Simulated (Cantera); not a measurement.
A diamond (100) surface in a fixed gas of H2 with x(CH4) = 0.017, x(H) = 0.0083, x(CH3) = 0.00067, 0.217 atm; coverages are run to steady state.

Detailed kinetics in Cantera: the Harris–Goodwin 1993 mechanism for the reconstructed diamond (100) surface.

One state of this run: growth (µm/h) = 79.6; θ c6HH = 0.378; θ c6H* = 0.0490; θ c6*H = 0.519; θ c6** = 0.0436; θ c6HM = 0.00488. θ: site fractions in the mechanism's names (c6HH fully hydrogenated, c6H* and c6*H radical sites, c6** diradical, c6HM methylated).

Question: Which value of T (K) does it belong to?
(A) 1050
(B) 1100
(C) 1250
(D) 1300

Answer: D, 1300
